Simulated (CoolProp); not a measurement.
Properties of octamethylcyclotetrasiloxane (D4) along the isotherm 620 K.

Model: reference Helmholtz-energy equation of state, Thol 2015, in CoolProp.

```
p (kPa)          phase  density (kg/m³)  cp (kJ/(kg K))  isothermal compressibility (1/MPa)  fugacity coefficient
-------  -------------  ---------------  --------------  ----------------------------------  --------------------
1040               gas            80.48           2.167                               1.357                0.7897
2070     supercritical            311.3           3.063                               1.044                0.5944
3110     supercritical            467.8           2.502                              0.1432                0.4584
4150     supercritical            516.8           2.385                             0.06661                0.3877
5180     supercritical            545.9           2.337                             0.04308                0.3472
6220     supercritical            567.2           2.309                             0.03168                0.3220
7250     supercritical            583.8           2.292                             0.02510                0.3062
8290     supercritical            597.8           2.279                             0.02074                0.2963
9330     supercritical            609.9           2.269                             0.01768                0.2907
10400    supercritical            620.7           2.262                             0.01535                0.2882
11400    supercritical            629.7           2.256                             0.01367                0.2883
12400    supercritical            638.0           2.251                             0.01233                0.2902
13500    supercritical            646.2           2.247                             0.01113                0.2942
```

The peak of cp marks the crossing from liquid-like to gas-like fluid above the critical point.
